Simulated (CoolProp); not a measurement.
Model: reference Helmholtz-energy equation of state, de Reuck 1990, in CoolProp.

Give the vapour pressure (kPa), enthalpy of vaporisation (kJ/kg), vapour Z, surface tension (mN/m) of saturated fluorine at -161.15, -156.55, -138.15 °C.


```
T (°C)   p (kPa)  enthalpy of vaporisation (kJ/kg)  vapour Z  surface tension (mN/m)
-------  -------  --------------------------------  --------  ----------------------
-161.15     1010                               142     0.839                    6.45
-156.55     1340                               134     0.805                    5.35
-138.15     3470                              88.1     0.603                    1.43
```

Surface tension comes from a separate correlation (Mulero 2012).
